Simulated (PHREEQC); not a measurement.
A solution holds 15 mmol/kgw KCl, 0.34 mmol/kgw MnCl2 and 58 mmol/kgw NaCl, at 25 °C. Closed to the air; pH follows from the charge balance.

Computed with PHREEQC (ion-association model, phreeqc.dat).

Each row changes one thing in this solution. This is a speciation only: nothing precipitates in the calculation.

| case | pH | SI of Halite (NaCl) |
|---|---|---|
| as made | 6.92 | -4.14 |
| temperature from 25 to 75 °C | ___ | -4.19 |
| KCl left out | 6.92 | -4.22 |
| MnCl2 from 0.00034 to 0.0017 mol/kgw | 6.78 | ___ |
| MnCl2 replaced by MgCl2 at the same molality | 6.97 | -4.14 |
| temperature from 25 to 85 °C | 6.14 | -4.20 |
| temperature from 25 to 80 °C | 6.19 | -4.20 |
| KCl from 0.015 to 0.03 mol/kgw | 6.92 | -4.07 |
| MnCl2 from 0.00034 to 0.00017 mol/kgw | 6.95 | -4.14 |

Problem. Some entries are withheld; supply them.

Solution. 
- temperature from 25 to 75 °C, pH: 6.24
- MnCl2 from 0.00034 to 0.0017 mol/kgw, SI of Halite (NaCl): -4.13

At this temperature some constants are extrapolated from 25 °C, and those without enthalpy data are left unchanged.
